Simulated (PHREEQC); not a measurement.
Dissolve 0.0084 mol ZnSO4, 0.0024 mol NaOH and 0.076 mol FeSO4 per kg of water at 25 °C. Closed to the air; pH follows from the charge balance.

Equilibrium calculation in PHREEQC: ion-association model, wateq4f.dat.

### Question
The ionic strength comes out as 0.186 mol/kgw. What activity coefficients do ZnOH+, Fe+2, Zn+2, SO4-2, NaSO4- get?

### Answer
ZnOH+ 0.75, Fe+2 0.33, Zn+2 0.33, SO4-2 0.30, NaSO4- 0.75.

Precipitation was switched off in this run. Examples of supersaturated solids here: Zn(OH)2-e, Zn4(OH)6SO4. Others may be too.
